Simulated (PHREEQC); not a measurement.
Consider water at 25 °C with 0.0096 mol H2S and 0.0255 mol FeCl2 per kg of water. Closed to the air; pH follows from the charge balance.

Equilibrium calculation in PHREEQC: ion-association model, wateq4f.dat.

The ionic strength comes out as 0.0749 mol/kgw. What activity coefficients do Cl-, H+, Fe+2, HS-, FeCl+ get?

Cl- 0.79, H+ 0.84, Fe+2 0.43, HS- 0.78, FeCl+ 0.80.

Precipitation was switched off in this run. The solution is supersaturated, for example in Mackinawite, FeS(ppt), so a real one may precipitate; this is no full list. The polysulfide entries of wateq4f.dat were taken out for this run.
